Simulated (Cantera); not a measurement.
Input (Python, Cantera):

```python
import numpy as np
import cantera as ct

gas = ct.Solution("gri30.yaml")
gas.TPX = 973, 620000, {'CO': 0.0017, 'O2': 0.0036, 'H2O': 0.011, 'N2': 1}
reactor = ct.IdealGasConstPressureReactor(gas, energy="off", clone=False)
net = ct.ReactorNet([reactor])
net.rtol, net.atol = 1e-08, 1e-18
show = ['CO', 'O2', 'H2O', 'O', 'N2O', 'HO2']
times = np.geomspace(5e-05, 40, 12)

steps = ct.SolutionArray(gas, extra=["t"])
rows = []
print(f"{'t/s':>10s}{'T/K':>9s}{'P/Pa':>11s}" + "".join(f"{s:>11s}" for s in show))
for t in times:
    while net.time < t:
        t_next = net.step()
        steps.append(gas.state, t=t_next)
    rows.append([np.interp(t, steps.t, y) for y in (steps.T, steps.P, *steps(*show).X.T)])
    print(f"{t:10.3e}{rows[-1][0]:9.1f}{rows[-1][1]:11.4g}" + "".join(f"{x:11.3e}" for x in rows[-1][2:]))
rate = np.gradient(steps.T, steps.t)
print("integrator steps:", len(steps.t))
if steps.T.max() > steps.T[0] + 200:
    print(f"time of steepest temperature rise: {steps.t[rate.argmax()]:.4e} s")
gas.TPX = 973, 620000, {'CO': 0.0017, 'O2': 0.0036, 'H2O': 0.011, 'N2': 1}
gas.equilibrate("TP")
print(f"equilibrium (TP): T = {gas.T:.1f} K  " + "  ".join(f"{s} {gas[s].X[0]:.3e}" for s in show))
```

Output:

```
       t/s      T/K       P/Pa         CO         O2        H2O          O        N2O        HO2
 5.000e-05    973.0    6.2e+05  1.673e-03  3.542e-03  1.082e-02  9.848e-13  8.112e-17  2.742e-14
 1.720e-04    973.0    6.2e+05  1.673e-03  3.542e-03  1.082e-02  3.000e-12  8.819e-16  6.327e-13
 5.919e-04    973.0    6.2e+05  1.673e-03  3.542e-03  1.082e-02  7.174e-12  8.158e-15  8.364e-12
 2.037e-03    973.0    6.2e+05  1.673e-03  3.542e-03  1.082e-02  1.040e-11  5.207e-14  5.909e-11
 7.007e-03    973.0    6.2e+05  1.673e-03  3.542e-03  1.082e-02  1.150e-11  2.293e-13  2.655e-10
 2.411e-02    973.0    6.2e+05  1.673e-03  3.542e-03  1.082e-02  1.538e-11  9.749e-13  1.128e-09
 8.295e-02    973.0    6.2e+05  1.673e-03  3.542e-03  1.082e-02  4.200e-11  6.170e-12  7.008e-09
 2.854e-01    973.0    6.2e+05  1.669e-03  3.540e-03  1.082e-02  1.108e-09  2.419e-10  2.109e-07
 9.820e-01    973.0    6.2e+05  1.531e-03  3.472e-03  1.082e-02  3.843e-09  8.565e-09  6.208e-07
 3.379e+00    973.0    6.2e+05  1.116e-03  3.267e-03  1.082e-02  2.842e-09  3.479e-08  5.316e-07
 1.163e+01    973.0    6.2e+05  4.724e-04  2.945e-03  1.083e-02  1.094e-09  8.128e-08  3.140e-07
 4.000e+01    973.0    6.2e+05  9.933e-05  2.758e-03  1.083e-02  1.457e-10  1.035e-07  1.021e-07
integrator steps: 720
equilibrium (TP): T = 973.0 K  CO 3.083e-13  O2 2.707e-03  H2O 1.083e-02  O 1.423e-12  N2O 6.925e-10  HO2 1.187e-11
```

Detailed kinetics in Cantera: GRI-Mech 3.0 (53 species, 325 reactions).
